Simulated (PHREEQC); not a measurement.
Dissolve 0.0037 mol HF and 0.0022 mol (NH4)2SiF6 per kg of water at 25 °C. Closed to the air; pH follows from the charge balance.

Computed with PHREEQC (ion-association model, phreeqc.dat).

Each row changes one thing in this solution. No solid was allowed to form.

| case | pH | ionic strength (mol/kgw) | HF (mol/kgw) | F- (mol/kgw) | H4SiO4 (mol/kgw) | HF2- (mol/kgw) | SI of Quartz (SiO2) |
|---|---|---|---|---|---|---|---|
| as made | 2.90 | 0.00791 | 0.00256 | 0.00149 | 6.26e-5 | 1.46e-5 | -0.22 |
| diluted 100-fold with water | 3.99 | 0.000147 | 2.21e-5 | 0.000147 | 2.20e-5 | 1.24e-8 | -0.68 |
| 5.8e-05 mol/kgw (NH4)2CO3 added | 2.92 | 0.00796 | 0.00251 | 0.00153 | 6.31e-5 | 1.48e-5 | -0.22 |
| HF from 0.0037 to 0.00555 mol/kgw | 2.79 | 0.00834 | 0.00381 | 0.00174 | 9.44e-6 | 2.55e-5 | -1.04 |
| HF replaced by NH4HF2 at the same molality | 3.27 | 0.0109 | 0.00307 | 0.00425 | 3.68e-6 | 5.01e-5 | -1.45 |

Complexes and solids missing from the database can't appear. SiF6-2 is the database's only silicon fluoride.
